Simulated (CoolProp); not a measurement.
Properties of acetone along the isobar 2150 kPa (Tc = 508.1 K, pc = 4692 kPa, ω = 0.307).

The numbers come from the reference Helmholtz-energy equation of state, Lemmon 2006 in CoolProp. It is a short technical equation, of lower accuracy than the large ones.

```
T (K)  phase       Z  cv (kJ/(kg K))  isothermal compressibility (1/MPa)  expansivity (1/kK)
-----  -----  ------  --------------  ----------------------------------  ------------------
459.7    gas  0.6600           1.989                              0.8316               9.529
467.2    gas  0.6924           1.951                              0.7543               7.734
474.8    gas  0.7192           1.926                              0.7040               6.575
482.3    gas  0.7415           1.910                              0.6690               5.774
489.8    gas  0.7607           1.901                              0.6427               5.178
497.3    gas  0.7775           1.896                              0.6221                 [?]
504.9    gas  0.7925           1.896                              0.6053               4.337
512.4    gas  0.8058           1.898                              0.5917               4.032
519.9    gas  0.8177           1.902                                 [?]               3.776
527.4    gas  0.8286           1.908                              0.5704               3.558
535      gas     [?]             [?]                              0.5619               3.368
542.5    gas  0.8476           1.925                              0.5545               3.204
550      gas  0.8559             [?]                              0.5480               3.059
```

**Question.** Fill in the missing entries.

**Answer.** 
- 497.3, expansivity (1/kK): 4.714
- 519.9, isothermal compressibility (1/MPa): 0.5802
- 535, Z: 0.8386
- 535, cv (kJ/(kg K)): 1.916
- 550, cv (kJ/(kg K)): 1.935
